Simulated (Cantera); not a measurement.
## Thermodynamics of tantalum, niobium, vanadium and zirconium in process gases, feed Zr + N2O + N2

Input: 1 mol Zr, 0.25 mol N2O, 32 mol N2, at 0.000250 bar.

Method: chemical equilibrium by Gibbs-energy minimisation in Cantera with the NASA 1993 tables (ideal gas, pure condensed phases). Candidate condensed phases: Zr, ZrN, ZrO2; 13 gas species. Mutual solubility and eutectic melting of coexisting phases are not modelled. ZrN: taken at fixed stoichiometry. Condensed phases not in the tables: solid solutions among these carbides, nitrides and lower oxides. The numbers say what is thermodynamically allowed, not how fast it happens.

From 1125 K to 1325 K the condensed part is ZrN(s) + ZrO2(monoclinic). From 1525 K to 2325 K the condensed part is ZrN(s) + ZrO2(tetragonal).

```
T (K)   x N2     x ZrO    x ZrO2      x Zr       x O       x N  n ZrN(s)  n ZrO2(monoclinic)  n ZrO2(tetragonal)
-----  -----  --------  --------  --------  --------  --------  --------  ------------------  ------------------
1125    1.00    <1e-12    <1e-12    <1e-12    <1e-12    <1e-12     0.875               0.125                   0
1325    1.00    <1e-12    <1e-12    <1e-12    <1e-12    <1e-12     0.875               0.125                   0
1525    1.00  2.31e-12    <1e-12    <1e-12    <1e-12  7.21e-12     0.875                   0               0.125
1725    1.00   3.41e-9  7.72e-11  1.09e-12  6.73e-11  5.75e-10     0.875                   0               0.125
1925   1.000   1.08e-6   2.16e-8   1.15e-9   5.83e-9   1.85e-8     0.875                   0               0.125
2125   1.000  0.000113   2.05e-6   3.24e-7   2.19e-7   3.12e-7     0.873                   0               0.123
2325   0.995   0.00525   8.74e-5   3.41e-5   4.44e-6   3.23e-6     0.790                   0              0.0381
```
x: gas mole fraction; n: condensed amount in mol.
